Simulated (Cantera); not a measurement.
A Cantera script and what it prints.

```python
import numpy as np
import cantera as ct

gas_names = """
    Fe FeO O O2 O3 S SO SO2 SO3 S2 S2O S8
""".split()
cond_names = """
    Fe(a) Fe(c) Fe(d) Fe(L) FeO(s) FeO(L) FeS(a) FeS(b) FeS(c) FeS(L) FeSO4(s) FeS2(s) Fe2O3(s)
    Fe2S3O12(s) Fe3O4(s) S(cr1) S(cr2) S(L)
""".split()


def load(file, names, dense=False):
    # The tables refer to 1 bar. Condensed volumes are neglected.
    table = {s.name: s for s in ct.Species.list_from_file(file)}
    out = []
    for n in names:
        d = dict(table[n].input_data)
        d["thermo"] = dict(d["thermo"], **{"reference-pressure": 1e5})
        if dense:
            d["equation-of-state"] = {"model": "constant-volume", "density": "1e6 g/cm^3"}
        out.append(ct.Species.from_dict(d))
    return out


gas = ct.Solution(thermo="ideal-gas", species=load("nasa_gas.yaml", gas_names))
cond = {s.name: ct.Solution(thermo="fixed-stoichiometry", species=[s], name=s.name)
        for s in load("nasa_condensed.yaml", cond_names, dense=True)}
atoms = {
    'Fe2O3': {'Fe': 2, 'O': 3},
    'SO2': {'S': 1, 'O': 2},
    'O2': {'O': 2},
}
top_T = {'FeSO4(s)': 950, 'FeS2(s)': 1010, 'Fe2O3(s)': 1830, 'Fe2S3O12(s)': 1100, 'Fe3O4(s)': 1870}  # K; cautious upper limits of use, not melting points


def equilibrate(T, P, feed):
    n = {}
    for name, mol in feed.items():
        for a, k in atoms[name].items():
            n[a] = n.get(a, 0.0) + k * mol
    gas.TPX = T, P, n
    mass = sum(n.values()) * gas.mean_molecular_weight
    gas.equilibrate("TP")
    valid = [c for c in cond.values() if c.min_temp <= T <= top_T.get(c.name, c.max_temp)]
    mix = ct.Mixture([(gas, mass / gas.mean_molecular_weight)] + [(c, 0.0) for c in valid])
    mix.T, mix.P = T, P
    mix.equilibrate("TP", solver="vcs", rtol=1e-11, max_steps=5000)
    return mix


results = []
feed = {'Fe2O3': 1, 'SO2': 0.054, 'O2': 0.11}  # mol
P = 100000  # Pa
for T in [848, 948, 1048, 1148, 1248, 1348, 1448, 1548, 1648, 1748]:
    mix = equilibrate(T, P, feed)
    results.append((T, P, feed, dict(zip(mix.species_names, mix.species_moles))))
    x = sorted(zip(gas.X, gas.species_names), reverse=True)
    print(f"T = {T:g} K  P = {P:g} Pa  gas = {mix.phase_moles(0):.4g} mol")
    print("   x: " + "  ".join(f"{s} {v:.3e}" for v, s in x if v > 0.001))
    print("   condensed (mol): " + ("  ".join(f"{mix.phase(i).name} {mix.phase_moles(i):.4g}"
          for i in range(1, mix.n_phases) if mix.phase_moles(i) > 1e-12) or "none"))
```

Result:

```
T = 848 K  P = 100000 Pa  gas = 0.08354 mol
   x: O2 9.938e-01  SO3 5.826e-03
   condensed (mol): Fe2O3(s) 0.9822  Fe2S3O12(s) 0.01783
T = 948 K  P = 100000 Pa  gas = 0.09652 mol
   x: O2 8.747e-01  SO3 9.558e-02  SO2 2.969e-02
   condensed (mol): Fe2O3(s) 0.986  Fe2S3O12(s) 0.01397
T = 1048 K  P = 100000 Pa  gas = 0.1516 mol
   x: O2 6.438e-01  SO2 1.928e-01  SO3 1.633e-01
   condensed (mol): Fe2O3(s) 1
T = 1148 K  P = 100000 Pa  gas = 0.1574 mol
   x: O2 6.569e-01  SO2 2.592e-01  SO3 8.387e-02
   condensed (mol): Fe2O3(s) 1
T = 1248 K  P = 100000 Pa  gas = 0.1606 mol
   x: O2 6.638e-01  SO2 2.939e-01  SO3 4.240e-02
   condensed (mol): Fe2O3(s) 1
T = 1348 K  P = 100000 Pa  gas = 0.1622 mol
   x: O2 6.670e-01  SO2 3.104e-01  SO3 2.254e-02
   condensed (mol): Fe2O3(s) 1
T = 1448 K  P = 100000 Pa  gas = 0.163 mol
   x: O2 6.686e-01  SO2 3.186e-01  SO3 1.282e-02
   condensed (mol): Fe2O3(s) 1
T = 1548 K  P = 100000 Pa  gas = 0.1634 mol
   x: O2 6.694e-01  SO2 3.228e-01  SO3 7.785e-03
   condensed (mol): Fe2O3(s) 1
T = 1648 K  P = 100000 Pa  gas = 0.1636 mol
   x: O2 6.699e-01  SO2 3.251e-01  SO3 5.010e-03
   condensed (mol): Fe2O3(s) 1
T = 1748 K  P = 100000 Pa  gas = 0.3304 mol
   x: O2 8.365e-01  SO2 1.616e-01  SO3 1.874e-03
   condensed (mol): Fe3O4(s) 0.6667
```

These are equilibrium values from Cantera (NASA tables, ideal gas, pure condensed phases), not measurements of a reactor.
